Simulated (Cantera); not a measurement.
Charge: 1 mol SiH2Cl2, 0.28 mol N2, equilibrated at 877 °C and 12000 Pa.

These are equilibrium values from Cantera (NASA tables, ideal gas, pure condensed phases), not measurements of a reactor. Candidate condensed phases: NH4Cl, Si, Si3N4; 28 gas species. N2 is the only nitrogen source here; it is nearly inert below about 1500 K, so the nitride shown seldom forms there in practice. Mutual solubility and eutectic melting of coexisting phases are not modelled. The tables' values for SiCl3 are old estimates; treat these amounts as uncertain. Rates play no part.

Base state: H2 0.601, SiCl4 0.255, HCl 0.0606, SiHCl3 0.0513, SiCl3 0.0177, SiCl2 0.0135, SiH2Cl2 0.00130 (mole fractions); condensed: Si(s) + Si3N4(s).

Problem. What changes in the equilibrium state with this change: SiH2Cl2 replaced by SiF4?

Solution. 
| species | before | after |
|---|---|---|
| SiF4 | 0 | 0.781 |
| N2 | 4.70e-8 | 0.219 |
| H2 | 0.601 | 0 |
| SiCl4 | 0.255 | 0 |
| HCl | 0.0606 | 0 |
| SiHCl3 | 0.0513 | 0 |
| SiCl3 | 0.0177 | 0 |
| SiCl2 | 0.0135 | 0 |
| SiH2Cl2 | 0.00130 | 0 |
| Si(s), mol | 0.0656 | 0 |
| Si3N4(s), mol | 0.140 | 0 |
